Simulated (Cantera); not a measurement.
Cantera run, input and output.

```python
import numpy as np
import cantera as ct

gas = ct.Solution("h2o2.yaml")
gas.TPX = 675, 140000, {'H2': 1, 'O2': 1, 'N2': 3.76, 'H2O': 1}
flame = ct.FreeFlame(gas, width=0.032)
flame.set_refine_criteria(ratio=3, slope=0.08, curve=0.16)
flame.transport_model = "mixture-averaged"
flame.solve(loglevel=0, auto=True)
flame.transport_model = "multicomponent"
flame.soret_enabled = True
flame.solve(loglevel=0, refine_grid=True)
z, T = flame.grid, flame.T
thick = (T[-1] - T[0]) / np.gradient(T, z).max()
show = ['H2', 'O2', 'H2O', 'HO2', 'OH', 'H2O2']
print(f"laminar burning velocity  {flame.velocity[0] * 100:.3f} cm/s")
print(f"burnt temperature         {T[-1]:.1f} K")
print(f"thermal thickness         {thick * 1e3:.4f} mm")
print(f"grid points               {len(z)}")
z0 = z[flame.heat_release_rate.argmax()]
print(f"{'z/mm':>9s}{'T/K':>9s}{'u/(m/s)':>9s}" + "".join(f"{s:>11s}" for s in show))
rows = []
for k in (-3, -2, -1.5, -1, -0.5, -0.25, 0, 0.25, 0.5, 1, 2, 4, 8):
    zz = z0 + k * thick
    rows.append([k * thick, np.interp(zz, z, T), np.interp(zz, z, flame.velocity),
                 *(np.interp(zz, z, flame.X[gas.species_index(s)]) for s in show)])
    print(f"{rows[-1][0] * 1e3:9.3f}{rows[-1][1]:9.1f}{rows[-1][2]:9.3f}" + "".join(f"{x:11.3e}" for x in rows[-1][3:]))
```

It prints:

```
laminar burning velocity  166.252 cm/s
burnt temperature         1695.0 K
thermal thickness         0.3118 mm
grid points               108
     z/mm      T/K  u/(m/s)         H2         O2        H2O        HO2         OH       H2O2
   -0.935    675.1    1.659  1.461e-01  1.482e-01  1.483e-01  6.599e-08  1.061e-14  1.419e-08
   -0.624    675.6    1.653  1.419e-01  1.490e-01  1.491e-01  8.119e-07  3.584e-12  1.756e-07
   -0.468    678.0    1.647  1.350e-01  1.501e-01  1.505e-01  5.439e-06  1.608e-10  1.173e-06
   -0.312    689.8    1.650  1.198e-01  1.524e-01  1.540e-01  3.811e-05  1.203e-08  7.778e-06
   -0.156    814.6    1.892  8.427e-02  1.510e-01  1.733e-01  3.811e-04  4.769e-05  6.555e-05
   -0.078   1028.6    2.362  5.831e-02  1.377e-01  2.057e-01  3.185e-04  4.444e-04  5.726e-05
    0.000   1270.5    2.907  3.195e-02  1.153e-01  2.485e-01  1.840e-04  1.746e-03  1.488e-05
    0.078   1437.5    3.287  1.487e-02  9.740e-02  2.793e-01  1.137e-04  3.708e-03  5.528e-06
    0.156   1532.8    3.503  7.536e-03  8.902e-02  2.940e-01  7.776e-05  4.813e-03  3.474e-06
    0.312   1618.0    3.691  3.190e-03  8.459e-02  3.042e-01  4.314e-05  4.639e-03  1.879e-06
    0.624   1666.7    3.796  1.142e-03  8.352e-02  3.096e-01  1.768e-05  3.149e-03  9.143e-07
    1.247   1685.8    3.836  3.178e-04  8.351e-02  3.119e-01  5.537e-06  1.759e-03  4.026e-07
    2.494   1692.1    3.849  8.818e-05  8.365e-02  3.128e-01  1.795e-06  9.749e-04  1.744e-07
```

Cantera simulation using the H2/O2 subset of GRI-Mech 3.0, which has no nitrogen chemistry; the numbers are that mechanism's predictions, not measurements. Burning velocities carry a grid error of a few per cent, more on coarse grids. Lean hydrogen flames are cellular in practice and burn faster than this planar one.
